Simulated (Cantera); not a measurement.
An isothermal, constant-pressure homogeneous reactor starts with N₂O : O₂ = 1 : 0.083 (molar parts), at 1123 K and 0.240 bar. Integrator tolerance rtol = 1e-08.

Model: GRI-Mech 3.0 (53 species, 325 reactions), integrated in Cantera. GRI-Mech 3.0 was tuned for natural gas; its chemistry of N2O as a main component is partial and can be far from experiment. The mechanism lacks the step 2 NO + O2 → 2 NO2, which can matter for NO2 below about 1400 K. The temperature is held fixed by assumption; the heat of reaction is taken as removed at once.

Q: What does this change do: N2O 1 to 0.12 parts?

A: 
```tsv
quantity	before	after
x(N₂O) at 100 s	0.0502 (gas-phase equilibrium 4.03e-9)	0.0360 (gas-phase equilibrium 3.53e-9)
x(O₂) at 100 s	0.332 (gas-phase equilibrium 0.368)	0.521 (gas-phase equilibrium 0.544)
x(NO₂) at 100 s	0.000144 (gas-phase equilibrium 2.02e-6)	0.000111 (gas-phase equilibrium 2.53e-6)
x(N₂) at 100 s	0.577 (gas-phase equilibrium 0.632)	0.414 (gas-phase equilibrium 0.456)
x(NO) at 100 s	0.0404 (gas-phase equilibrium 0.000124)	0.0289 (gas-phase equilibrium 0.000128)
x(O) at 100 s	1.77e-7 (gas-phase equilibrium 5.48e-9)	1.77e-7 (gas-phase equilibrium 6.66e-9)
```
